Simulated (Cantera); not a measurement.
A closed system holds: 1 mol TiC, 0.057 mol C, 2.9 mol H2, held at 1302 °C and 0.000400 bar.

Cantera equilibrium calculation (NASA polynomials, part measured and part estimated; ideal gas, pure solids and liquids). Candidate condensed phases: C, C6H6, C7H8, C8H18, Ti, TiC; 77 gas species. TiC: taken at fixed stoichiometry. Equilibrium is a limit: real reactors are often held back by kinetics, nucleation or transport.

Base state: H2 0.998, H 0.00208, C2H2 (acetylene) 2.11e-5 (mole fractions); condensed: C(graphite) + TiC(s).

### Question
What changes in the equilibrium state with this change: 0.0095 mol CO2 added?

### Answer
| species | before | after |
|---|---|---|
| H2 | 0.998 | 0.991 |
| CO | 0 | 0.00650 |
| H | 0.00208 | 0.00207 |
| C2H2 (acetylene) | 2.11e-5 | 2.09e-5 |
| C(graphite), mol | 0.0569 | 0.0474 |
| TiC(s), mol | 1.00 | 1.00 |
Further candidate phases: H2O, TiO, TiO2, Ti2O3, Ti3O5, Ti4O7.
